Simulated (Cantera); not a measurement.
**Hydrocarbon pyrolysis for carbon deposition**

An isothermal, constant-pressure homogeneous reactor starts with CH4 : N2 = 5.7 : 23 (molar parts), at 1800 K and 0.0133 bar.

Model: GRI-Mech 3.0 (53 species, 325 reactions), integrated in Cantera. GRI-Mech 3.0 stops at C3 and has no aromatics, soot or wall deposition, so with more carbon than oxygen in the feed, carbon stays in small species such as C2H2 where larger ones or solid carbon would form. Radical loss at walls, strong at low pressure, is not modelled.

| t (s) | x CH4 | x C2H4 | x CH2 | x C2H6 | x C2H2 | x H | x C2H |
|---|---|---|---|---|---|---|---|
| 0.000600 | 0.198 | 4.03e-7 | 1.10e-8 | 2.94e-8 | 2.54e-9 | 1.55e-6 | <1e-12 |
| 0.00130 | 0.198 | 4.45e-6 | 4.81e-8 | 2.28e-7 | 6.39e-8 | 1.73e-6 | <1e-12 |
| 0.00281 | 0.198 | 4.62e-5 | 2.08e-7 | 1.47e-6 | 1.53e-6 | 2.60e-6 | 2.77e-11 |
| 0.00610 | 0.195 | 0.000449 | 8.55e-7 | 7.86e-6 | 3.68e-5 | 6.97e-6 | 1.00e-9 |
| 0.0132 | 0.184 | 0.00358 | 3.01e-6 | 3.31e-5 | 0.000901 | 3.19e-5 | 2.12e-8 |
| 0.0286 | 0.135 | 0.0101 | 6.05e-6 | 6.02e-5 | 0.0150 | 0.000160 | 3.09e-7 |
| 0.0619 | 0.0686 | 0.00283 | 4.85e-6 | 2.37e-5 | 0.0502 | 0.000357 | 9.94e-7 |
| 0.134 | 0.0301 | 0.000519 | 3.24e-6 | 5.91e-6 | 0.0691 | 0.000520 | 1.51e-6 |
| 0.291 | 0.0110 | 8.94e-5 | 2.07e-6 | 1.13e-6 | 0.0778 | 0.000718 | 2.09e-6 |
| 0.629 | 0.00324 | 1.66e-5 | 1.18e-6 | 1.51e-7 | 0.0813 | 0.00101 | 2.93e-6 |
| 1.36 | 0.000835 | 7.38e-6 | 5.52e-7 | 1.47e-8 | 0.0824 | 0.00134 | 3.93e-6 |
| 2.95 | 0.000243 | 6.44e-6 | 2.07e-7 | 1.46e-9 | 0.0826 | 0.00152 | 4.45e-6 |
| 6.39 | 8.93e-5 | 6.35e-6 | 7.92e-8 | 2.09e-10 | 0.0827 | 0.00155 | 4.53e-6 |
| 13.9 | 4.00e-5 | 6.34e-6 | 3.57e-8 | 4.88e-11 | 0.0827 | 0.00155 | 4.54e-6 |
| 30.0 | 2.52e-5 | 6.34e-6 | 2.25e-8 | 2.43e-11 | 0.0827 | 0.00155 | 4.54e-6 |
x: mole fraction; the columns are a selection and need not sum to one.

Equilibrium at this temperature and pressure: CH4 1.81e-5, C2H4 2.79e-6, CH2 1.62e-8, C2H6 1.19e-11, C2H2 0.0364, H 0.00155, C2H 2.00e-6 (gas phase only).
